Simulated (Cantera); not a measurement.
Charge: 1 mol Si, a varied amount of N2O, 12 mol H2, equilibrated at 2148.15 K and 6.45 Torr.

Method: chemical equilibrium by Gibbs-energy minimisation in Cantera with the NASA 1993 tables (ideal gas, pure condensed phases). Candidate condensed phases: H2O, Si, SiO2, Si2N2O, Si3N4; 35 gas species. The tables' values for SiN, SiO2 are old estimates; treat these amounts as uncertain. Gases not in the tables: Si2H6 and higher silanes. The numbers say what is thermodynamically allowed, not how fast it happens.

x: gas mole fraction; n: condensed amount in mol.

| n(N2O) (mol) | x H2 | x N2 | x H2O | x SiO | x H | x Si | n Si(l) |
|---|---|---|---|---|---|---|---|
| 0.55 | 0.851 | 0.0399 | 1.41e-7 | 0.0400 | 0.0415 | 0.0256 | 0.0630 |
| 0.66 | 0.840 | 0.0473 | 1.90e-7 | 0.0474 | 0.0412 | 0.0223 | 0 |
| 0.8 | 0.831 | 0.0568 | 3.81e-7 | 0.0568 | 0.0410 | 0.0132 | 0 |
| 0.97 | 0.821 | 0.0680 | 2.98e-6 | 0.0680 | 0.0408 | 0.00199 | 0 |
| 1.2 | 0.794 | … | … | 0.0690 | 0.0401 | … | 0 |
| 1.4 | 0.770 | 0.0953 | 0.0270 | 0.0681 | 0.0395 | 2.06e-7 | 0 |
| 1.7 | 0.735 | 0.113 | 0.0463 | 0.0667 | 0.0386 | 1.13e-7 | 0 |
| 2.1 | 0.690 | 0.136 | 0.0709 | 0.0649 | 0.0374 | 6.72e-8 | 0 |
| 2.5 | 0.647 | … | … | 0.0633 | 0.0362 | … | 0 |
| 3 | 0.597 | 0.184 | 0.122 | 0.0613 | 0.0348 | 3.20e-8 | 0 |

Problem. What belongs in the gaps?

Solution. 
- 1.2, x N2: 0.0828
- 1.2, x H2O: 0.0137
- 1.2, x Si: 4.26e-7
- 2.5, x N2: 0.158
- 2.5, x H2O: 0.0942
- 2.5, x Si: 4.63e-8
